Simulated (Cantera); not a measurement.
**Low-pressure radical oxidation in H2/O2**

An isothermal, constant-pressure homogeneous reactor starts with 7.04 % H₂, 93.0 % O₂, at 1150 K and 2670 Pa.

Computed with Cantera and the H2/O2 subset of GRI-Mech 3.0, which has no nitrogen chemistry. Radical loss at walls, strong at low pressure, is not modelled. The temperature is held fixed by assumption; the heat of reaction is taken as removed at once.

```csv
t (s),x H₂,x O₂,x O,x H₂O₂,x HO₂,x H₂O,x H
6.00e-5,0.0704,0.930,1.80e-9,<1e-12,2.70e-9,1.18e-9,2.05e-9
0.000223,0.0704,0.930,3.94e-8,8.17e-12,1.04e-8,5.68e-8,2.70e-8
0.000828,0.0698,0.929,0.000218,1.78e-9,2.19e-6,0.000366,0.000145
0.00307,0.00136,0.892,0.0299,2.55e-7,1.02e-5,0.0631,0.00991
0.0114,0.000432,0.917,0.00919,2.64e-7,7.66e-6,0.0702,0.00165
0.0424,4.73e-5,0.926,0.00101,1.70e-7,2.76e-6,0.0725,5.95e-5
0.158,3.99e-6,0.927,8.89e-5,5.96e-8,4.92e-7,0.0728,1.55e-6
0.585,4.66e-7,0.927,1.08e-5,1.63e-8,7.93e-8,0.0729,6.64e-8
2.17,7.76e-8,0.927,1.86e-6,4.25e-9,1.63e-8,0.0729,4.73e-9
8.08,1.63e-8,0.927,3.99e-7,1.13e-9,6.07e-9,0.0729,4.68e-10
30.0,4.21e-9,0.927,1.04e-7,3.32e-10,6.11e-9,0.0729,6.22e-11
```
x: mole fraction; the columns are a selection and need not sum to one.

Equilibrium at this temperature and pressure: H₂ 2.01e-9, O₂ 0.927, O 4.93e-8, H₂O₂ 1.72e-10, HO₂ 7.89e-9, H₂O 0.0729, H 2.06e-11 (gas phase only).
